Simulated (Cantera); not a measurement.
A perfectly stirred reactor is fed with 2.45 % CO, 5.58 % O2, 7.36 % H2O, 84.6 % N2, equivalence ratio 0.22, at 2.10 bar; it is held at 875 K, and followed from long to short residence time.

Model: GRI-Mech 3.0 (53 species, 325 reactions), integrated in Cantera.

Problem. Predict: x(CO) at τ = 18.0 s; x(O2) at τ = 18.0 s; x(H2O) at τ = 18.0 s; x(N2O) at τ = 18.0 s; x(CO) at τ = 0.130 s; x(O2) at τ = 0.130 s; x(H2O) at τ = 0.130 s.

Solution. x(CO) at τ = 18.0 s: 0.0157
x(O2) at τ = 18.0 s: 0.0516
x(H2O) at τ = 18.0 s: 0.0739
x(N2O) at τ = 18.0 s: 1.75e-8
x(CO) at τ = 0.130 s: 0.0245
x(O2) at τ = 0.130 s: 0.0558
x(H2O) at τ = 0.130 s: 0.0736
